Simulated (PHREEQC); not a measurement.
Dissolve 0.0013 mol/kgw Na2HAsO4 at 25 °C. Closed to the air; pH follows from the charge balance.

Model: ion-association model, wateq4f.dat, run in PHREEQC.

Q: The ionic strength comes out as 0.00389 mol/kgw. What activity coefficients do Na+, H2AsO4-, OH-, HAsO4-2, AsO4-3 get?

A: Na+ 0.94, H2AsO4- 0.94, OH- 0.93, HAsO4-2 0.76, AsO4-3 0.54.

No solid was allowed to form.
